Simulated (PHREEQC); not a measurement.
# Acid mine or pickling water

Model water analysis in mg/kgw, 25 °C, pH 2.53, pe 9.5: Na 2310; K 19.6; Ca 345; Mg 196; Cl 962; S(6) as SO4 7190; Cu(2) 4.67; Mn(2) 88.5; Al 434.

Cl is adjusted to close the charge balance.
Valence states are taken as typed.

Computed with PHREEQC (ion-association model, wateq4f.dat).

Each row changes one thing in this solution. Precipitation was switched off in this run.

```json
[
 {"case": "as made", "ionic strength (mol/kgw)": "0.189", "Na+ (mol/kgw)": "0.0950", "SO4-2 (mol/kgw)": "0.0384", "AlSO4+ (mol/kgw)": "0.0106", "NaSO4- (mol/kgw)": "0.00545", "Ca+2 (mol/kgw)": "0.00496", "SI of Gypsum (CaSO4:2H2O)": "-0.15", "SI of Epsomite (MgSO4:7H2O)": "-2.64"},
 {"case": "all concentrations times 2 at the same typed pH", "ionic strength (mol/kgw)": "0.351", "Na+ (mol/kgw)": "0.185", "SO4-2 (mol/kgw)": "0.0698", "AlSO4+ (mol/kgw)": "0.0195", "NaSO4- (mol/kgw)": "[?]", "Ca+2 (mol/kgw)": "0.00921", "SI of Gypsum (CaSO4:2H2O)": "+0.20", "SI of Epsomite (MgSO4:7H2O)": "-2.29"},
 {"case": "temperature from 25 to 70 °C at the same typed pH", "ionic strength (mol/kgw)": "0.177", "Na+ (mol/kgw)": "0.0952", "SO4-2 (mol/kgw)": "0.0311", "AlSO4+ (mol/kgw)": "0.0110", "NaSO4- (mol/kgw)": "0.00524", "Ca+2 (mol/kgw)": "[?]", "SI of Gypsum (CaSO4:2H2O)": "-0.20", "SI of Epsomite (MgSO4:7H2O)": "-3.23"}
]
```

Problem. Fill in the missing entries.

Solution. 
- all concentrations times 2 at the same typed pH, NaSO4- (mol/kgw): 0.0155
- temperature from 25 to 70 °C at the same typed pH, Ca+2 (mol/kgw): 0.00490

Complexes and solids missing from the database can't appear. Some of these states are supersaturated (in Gypsum, for instance). Away from 25 °C the constants follow the database's enthalpies or fits; those with neither stay at their 25 °C values.
